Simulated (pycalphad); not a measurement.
Computed with pycalphad from the COST 507 light-alloy database (1999), at 1 atm. The data set is of 1999 and partly superseded. Amounts are mole fractions of atoms.

### Question
Give the equilibrium state of Ti-1.777Hf-2.8B (wt.%) at 1050 K.

### Answer
hcp, fraction 0.773, with 2.1 Hf, 0.03 B wt.%; BM, fraction 0.227, with 0.21 Hf, 18.4 B wt.%.

### Question
Give the equilibrium state of Ti-1.777Hf-2.8B (wt.%) at 1290 K.

### Answer
```
T = 1290.00 K, P = 101325 Pa, N = 1 mol of atoms
G = -79642 J/mol, H = 13266 J/mol, S = 72.02 J/(mol K)  (SER reference)
chemical potentials (J/mol): Ti -65581, Hf -139874, B -185524
phase             fraction      x(Ti)      x(Hf)       x(B)
BCC_A2              0.7733     0.9929     0.0056     0.0015
BM                  0.2267     0.4997   0.000348     0.5000
```

Database names, with the compositions (at.%) that they take in these runs: BM: Ti 50 B 50. BCC_A2 is bcc.
